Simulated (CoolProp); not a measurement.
Properties of ethanol along the isobar 13700 kPa.

Model: reference Helmholtz-energy equation of state, Schroeder 2014, in CoolProp.

```csv
T (°C),phase,density (kg/m³),expansivity (1/kK),viscosity (µPa s),Prandtl number
221.95,liquid,565.3,3.466,95.0,2.95
230.95,liquid,546.8,3.931,86.8,2.82
239.85,liquid,526.6,4.570,79.3,2.72
248.75,supercritical,503.7,5.478,72.1,2.65
257.65,supercritical,477.2,6.763,65.3,2.59
266.55,supercritical,446.0,8.455,58.6,2.54
275.45,supercritical,410.3,10.31,52.3,2.46
284.45,supercritical,371.1,11.94,46.6,2.33
293.35,supercritical,331.7,13.17,41.7,2.20
302.25,supercritical,294.2,13.57,37.7,2.04
311.15,supercritical,261.5,12.73,34.7,1.86
320.05,supercritical,235.1,11.17,32.5,1.68
329.05,supercritical,214.2,9.569,30.9,1.53
337.95,supercritical,197.9,8.203,29.9,1.41
346.85,supercritical,184.9,7.091,29.2,1.32
```

Viscosity comes from a separate model (Kiselev 2005). Thermal conductivity comes from a separate model (Assael 2013).
